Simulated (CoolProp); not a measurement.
A Linde-Hampson liquefier for carbon monoxide: isothermal reversible compression at 230 K from 1 atm to 5 MPa, throttling to 1 atm, return gas leaving the recuperator 5 K below the feed. Each further row changes one setting.

Values from CoolProp's reference Helmholtz-energy equation of state, Lemmon 2006. It is a short technical equation, of lower accuracy than the large ones.

```tsv
case	liquid yield per pass	compression work (kJ/kg of gas)
as stated	___	261
high pressure 10 MPa	___	___
warm-end temperature 260 K	___	___
warm-end gap 10 K	___	261
```

Task: Some entries are withheld; supply them.

Result: 
- as stated, liquid yield per pass: 0.043
- high pressure 10 MPa, liquid yield per pass: 0.097
- high pressure 10 MPa, compression work (kJ/kg of gas): 305
- warm-end temperature 260 K, liquid yield per pass: 0.028
- warm-end temperature 260 K, compression work (kJ/kg of gas): 298
- warm-end gap 10 K, liquid yield per pass: 0.030
